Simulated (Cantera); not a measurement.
Input: 1 mol MgF2, 6.5 mol O2, 34 mol N2, held at 1330 Pa.

Cantera equilibrium calculation (NASA polynomials, part measured and part estimated; ideal gas, pure solids and liquids). Candidate condensed phases: Mg, MgF2, MgO; 24 gas species. Equilibrium is a limit: real reactors are often held back by kinetics, nucleation or transport.

Q: At 977 °C, list the 4 most abundant gas species with their mole fractions, and the condensed phases.

A: N2 0.839, O2 0.160, NO 0.000255, MgF2 1.03e-5. Condensed: MgF2(s).
